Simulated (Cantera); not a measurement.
Feed: 1 mol C₃H₈, 0.19 mol O₂, held at 1 atm.

These are equilibrium values from Cantera (NASA tables, ideal gas, pure condensed phases), not measurements of a reactor. Candidate condensed phases: C, C₆H₆, C₇H₈, C₈H₁₈, H₂O; 110 gas species. Kinetics and transport are ignored.

**Question.** At 1527 °C, list the 5 most abundant gas species with their mole fractions, and the condensed phases.

**Answer.** H₂ 0.912, CO 0.0868, CH₄ 0.000649, H 0.000340, C₂H₂ (acetylene) 0.000160. Condensed: C(graphite).
